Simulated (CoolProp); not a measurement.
Vapour pressure (MPa) of hydrogen sulfide: the reference equation beside estimates from Tc = 373.1 K, pc = 8.999 MPa, ω = 0.101.

The numbers come from the reference Helmholtz-energy equation of state, Lemmon 2006 in CoolProp. It is a short technical equation, of lower accuracy than the large ones.

```
T (K)  reference  Lee-Kesler  van der Waals  Soave-Redlich-Kwong  Peng-Robinson
-----  ---------  ----------  -------------  -------------------  -------------
207      0.07458     0.07353         0.4899              0.07355        0.07666
215.3     0.1145      0.1131     (withheld)               0.1131     (withheld)
223.5     0.1689      0.1673         0.7745               0.1672         0.1712
231.7     0.2416      0.2399         0.9509               0.2396     (withheld)
239.9     0.3364      0.3348          1.153               0.3343         0.3381
248.1     0.4572      0.4560          1.381               0.4554         0.4583
256.4     0.6103      0.6097          1.641               0.6093         0.6107
264.6     0.7965      0.7967          1.927               0.7969         0.7960
272.8      1.022       1.023          2.245                1.025          1.021
```

Task: What belongs in the gaps?

Result: 
- 215.3, van der Waals: 0.6219
- 215.3, Peng-Robinson: 0.1168
- 231.7, Peng-Robinson: 0.2438

Absolute difference from the reference over all 9 rows, mean and median: Lee-Kesler 0.6 and 0.5 %, van der Waals 280.8 and 242.7 %, Soave-Redlich-Kwong 0.7 and 0.6 %, Peng-Robinson 0.9 and 0.5 %.
